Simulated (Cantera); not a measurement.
# Ignition delay

Mixture: 15.1 % CH4, 16.7 % O2, 63.0 % N2, 5.13 % H2O, at 1.00 atm, adiabatic and at constant volume. Ignition delay is the time to a rise of 400 K.

Computed with Cantera and GRI-Mech 3.0 (53 species, 325 reactions).

```tsv
T0 (K)	delay (ms)
1000	1550
1075	442
1150	139
1225	47.5
1300	17.4
1375	6.77
```

```
Quantity                                                 Value
--------------------------------------------------  ----------
apparent activation energy between 1225 and 1375 K  180 kJ/mol
```
